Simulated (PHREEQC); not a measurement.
Consider water at 25 °C with 0.13 mol/kgw NaH2PO4, 0.047 mol/kgw NaOH and 0.0039 mol/kgw NaCl. Closed to the air; pH follows from the charge balance.

Model: ion-association model, wateq4f.dat, run in PHREEQC.

The ionic strength comes out as 0.219 mol/kgw. What activity coefficients do HPO4-2, H2PO4-, Na+, Cl-, NaHPO4- get?

HPO4-2 0.29, H2PO4- 0.74, Na+ 0.74, Cl- 0.70, NaHPO4- 0.74.

No solid was allowed to form. H3PO4, which wateq4f.dat lacks, is added to it with the constant of phreeqc.dat.
